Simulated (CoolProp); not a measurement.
2000 sccm (0 °C, 1 atm) of nitrogen bubbles through liquid hexamethyldisiloxane (MM) at 353 K and leaves saturated at a total pressure of 0.15 MPa (ideal gas phase). Each further row changes one setting.

Computed with CoolProp (reference Helmholtz-energy equation of state, Thol 2016).

```tsv
case	vapour pressure (kPa)	mole fraction of vapour	delivery (mg/min)	delivery (sccm)	change of delivery for a bath 1 K warmer (%)
as stated	53.3	0.355	7980	1100	5.3
bath temperature 358 K	…	…	…	…	…
total pressure 0.3 MPa	53.3	…	…	…	4.1
```

What belongs in the gaps?


- bath temperature 358 K, vapour pressure (kPa): 62.8
- bath temperature 358 K, mole fraction of vapour: 0.419
- bath temperature 358 K, delivery (mg/min): 10400
- bath temperature 358 K, delivery (sccm): 1440
- bath temperature 358 K, change of delivery for a bath 1 K warmer (%): 5.7
- total pressure 0.3 MPa, mole fraction of vapour: 0.178
- total pressure 0.3 MPa, delivery (mg/min): 3130
- total pressure 0.3 MPa, delivery (sccm): 432
